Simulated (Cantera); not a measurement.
An isothermal, constant-pressure homogeneous reactor starts with NO : N₂ = 1 : 11 (molar parts), at 1725 K and 900 Torr.

Model: GRI-Mech 3.0 (53 species, 325 reactions), integrated in Cantera.

Question: Predict: x(NO) at 60.0 s; x(N₂) at 60.0 s; x(NO₂) at 60.0 s; x(O) at 60.0 s; x(N₂O) at 60.0 s.

Answer: 
| Quantity | Result |
|---|---|
| x(NO) at 60.0 s | 0.0278 (gas-phase equilibrium 0.00156) |
| x(N₂) at 60.0 s | 0.944 (gas-phase equilibrium 0.958) |
| x(NO₂) at 60.0 s | 3.27e-5 (gas-phase equilibrium 2.22e-6) |
| x(O) at 60.0 s | 8.93e-6 (gas-phase equilibrium 1.08e-5) |
| x(N₂O) at 60.0 s | 3.98e-7 (gas-phase equilibrium 1.09e-7) |
